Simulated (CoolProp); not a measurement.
Diethyl ether along the isotherm 506.8 K: fugacity coefficient from the reference equation and from simpler models built on Tc = 467.9 K, pc = 3.717 MPa, ω = 0.282; each cubic takes its own stable root.

Computed with CoolProp (reference Helmholtz-energy equation of state, Thol 2014).

| p (MPa) | phase | reference |
|---|---|---|
| 1.69 | gas | 0.8856 |
| 3.38 | gas | 0.7730 |
| 5.07 | supercritical | 0.6624 |
| 6.76 | supercritical | 0.5616 |
| 8.45 | supercritical | 0.4885 |
| 10.1 | supercritical | 0.4394 |
| 11.8 | supercritical | 0.4034 |
| 13.5 | supercritical | 0.3770 |
| 15.2 | supercritical | 0.3572 |
| 16.9 | supercritical | 0.3422 |
| 18.6 | supercritical | 0.3307 |

Task: How far does each simpler model (van der Waals, Redlich-Kwong, Soave-Redlich-Kwong, Peng-Robinson) lie from the reference over these 11 states: mean and median of the absolute difference, and the worst?

Result: 
- van der Waals: mean 5.4 %, median 3.9 %, worst +14.7 % at 506.8 K and 18.6 MPa
- Redlich-Kwong: mean 1.5 %, median 1.2 %, worst +3.2 % at 506.8 K and 18.6 MPa
- Soave-Redlich-Kwong: mean 5.6 %, median 6.3 %, worst +10.5 % at 506.8 K and 18.6 MPa
- Peng-Robinson: mean 0.9 %, median 0.4 %, worst -2.5 % at 506.8 K and 5.07 MPa
